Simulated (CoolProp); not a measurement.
Saturation properties of neopentane.

Model: reference Helmholtz-energy equation of state, Lemmon 2006, in CoolProp. It is a short technical equation, of lower accuracy than the large ones.

```csv
T (°C),p (MPa),vapour density (kg/m³),enthalpy of vaporisation (kJ/kg),liquid cp (kJ/(kg K))
45.65,0.3162,9.551,(withheld),(withheld)
53.45,0.3897,11.69,278.0,2.492
61.15,0.4741,14.16,270.3,2.547
68.85,0.5712,17.04,262.2,2.605
76.55,0.6823,(withheld),253.5,2.667
84.35,0.8102,24.33,244.2,2.736
92.05,0.9529,28.86,234.2,2.811
99.75,1.113,34.15,(withheld),2.895
107.55,1.295,(withheld),211.7,2.995
115.25,1.495,47.83,198.8,3.112
122.95,1.717,56.69,(withheld),(withheld)
```

Fill in the missing entries.


- 45.65, enthalpy of vaporisation (kJ/kg): 285.4
- 45.65, liquid cp (kJ/(kg K)): 2.439
- 76.55, vapour density (kg/m³): 20.38
- 99.75, enthalpy of vaporisation (kJ/kg): 223.5
- 107.55, vapour density (kg/m³): 40.45
- 122.95, enthalpy of vaporisation (kJ/kg): 184.6
- 122.95, liquid cp (kJ/(kg K)): 3.261

It boils at 9.5 °C under 1 atm.
